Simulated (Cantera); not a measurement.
Charge: 1 mol CCl4, 0.97 mol CH4, held at 2702 °C and 9.75 Torr.

Method: chemical equilibrium by Gibbs-energy minimisation in Cantera with the NASA 1993 tables (ideal gas, pure condensed phases). The tables' values for CCl are old estimates; treat these amounts as uncertain. Rates play no part.

| species | before | after |
|---|---|---|
| Cl | 0.464 | 0.455 |
| H | 0.315 | 0.429 |
| C3 | 0.0183 | 0.0555 |
| HCl | 0.130 | 0.00777 |
| H2 | 0.0604 | 0.00501 |
| C | 0.00307 | 0.0353 |
| C2 | 0.00185 | 0.0109 |
| C4H2 | 8.42e-5 | 4.84e-7 |
| C2HCl | 0.000165 | 2.58e-6 |
| C2H2 (acetylene) | 0.00349 | 7.62e-5 |
| C2H2 (vinylidene) | 1.04e-5 | 2.27e-7 |
| Cl2 | 3.33e-5 | 1.43e-6 |
| C2H | 0.00302 | 0.00108 |
| C(graphite), mol | 1.45 | 0 |
Gas species are given as mole fractions.

Task: Which change was made?
A. temperature from 2702 °C to 1977 °C
B. CH4 from 0.97 to 0.17 mol
C. CH4 from 0.97 to 0.13 mol
D. pressure from 9.75 Torr to 0.435 Torr

Result: D, pressure from 9.75 Torr to 0.435 Torr
